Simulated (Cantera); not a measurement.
A perfectly stirred reactor is fed with C₃H₈ : O₂ : N₂ = 1 : 6.76 : 25.4 (molar parts), at 5.60 bar; it is adiabatic with a 450 K inlet, and is followed from long to short residence time, starting on the burning branch (τ in s: 0.13, 0.054, 0.022, 0.009, 0.0036, 0.0015, 0.00061, 0.00025, 0.0001, 4.1e-05, 1.7e-05, 6.8e-06).

Model: GRI-Mech 3.0 (53 species, 325 reactions), integrated in Cantera. GRI-Mech 3.0 was tuned for natural gas; its chemistry of propane as a main component is partial and can be far from experiment.

One state of this run: T (K) = 2048; x C₃H₈ = 2.17e-6; x O₂ = 0.0518; x CH₄ = 1.15e-6; x H = 6.68e-5; x HCO = 8.29e-8. x: mole fraction; the columns are a selection and need not sum to one.

**Question.** Which value of τ (s) does it belong to?
A) 0.054
B) 4.1e-5
C) 0.0036
D) 6.8e-6

**Answer.** C, 0.0036
